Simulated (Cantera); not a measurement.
Charge: 1 mol SiF₄, 0.9 mol N₂, 31 mol NH₃, equilibrated at 1223 K and 5.70 Torr.

These are equilibrium values from Cantera (NASA tables, ideal gas, pure condensed phases), not measurements of a reactor. Candidate condensed phases: Si, Si₃N₄; 37 gas species. The tables' values for SiF₃ are old estimates; treat these amounts as uncertain. Kinetics and transport are ignored.

Base state: H₂ 0.726, N₂ 0.256, SiF₄ 0.0148, HF 0.00207, SiF₃ 0.000238, SiHF₃ 0.000220 (mole fractions); condensed: Si₃N₄(s).

### Question
What changes in the equilibrium state with this change: SiF₄ replaced by trisilylamine?

### Answer
| species | before | after |
|---|---|---|
| H₂ | 0.726 | 0.774 |
| N₂ | 0.256 | 0.226 |
| SiF₄ | 0.0148 | 0 |
| HF | 0.00207 | 0 |
| SiF₃ | 0.000238 | 0 |
| SiHF₃ | 0.000220 | 0 |
| Si₃N₄(s), mol | 0.00852 | 1.00 |
The feed counts by its element totals alone.
